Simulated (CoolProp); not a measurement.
Properties of C2F6 (R116) along the isobar 0.155 MPa (Tc = 19.9 °C, pc = 3.048 MPa, ω = 0.257).

The numbers come from the reference Helmholtz-energy equation of state, Lemmon 2006 in CoolProp. It is a short technical equation, of lower accuracy than the large ones.

| T (°C) | phase | cp (kJ/(kg K)) | expansivity (1/kK) |
|---|---|---|---|
| -54.75 | gas | 0.6582 | 5.379 |
| -42.95 | gas | 0.6749 | 4.960 |
| -31.15 | gas | 0.6925 | 4.617 |
| -19.25 | gas | 0.7107 | 4.327 |
| -7.45 | gas | 0.7289 | 4.079 |
| 4.35 | gas | 0.7471 | 3.864 |
| 16.25 | gas | 0.7652 | 3.672 |
| 28.05 | gas | 0.7828 | 3.502 |
| 39.85 | gas | 0.8001 | 3.350 |
| 51.75 | gas | 0.8171 | 3.210 |
| 63.55 | gas | 0.8336 | 3.084 |
